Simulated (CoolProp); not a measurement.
A closed Brayton cycle with dry air: compressor inlet 332.15 K and 2.2 MPa, high pressure 6.12 MPa, turbine inlet 690 K, compressor efficiency 0.89, turbine efficiency 0.93, recuperator effectiveness 0.8 (on enthalpy, no pinch check). Each further row changes one setting.

Computed with CoolProp (reference Helmholtz-energy equation of state, Lemmon 2000). It is a pseudo-pure fit of the blend.

```csv
case,thermal efficiency (%),net work (kJ/kg),compressor to turbine work,compressor exit (K),turbine exit (K)
as stated,20.8,38.4,0.77,459.0,533.3
turbine inlet 640 K,15.9,26.0,0.83,459.0,493.2
compressor inlet 342.15 K,19.0,?,?,472.5,533.3
high pressure 5.2 MPa,22.3,37.9,?,436.4,555.7
recuperator effectiveness 0.5,18.5,38.4,0.77,459.0,533.3
```

Q: Complete the blanks.

A: 
- compressor inlet 342.15 K, net work (kJ/kg): 34.4
- compressor inlet 342.15 K, compressor to turbine work: 0.79
- high pressure 5.2 MPa, compressor to turbine work: 0.73
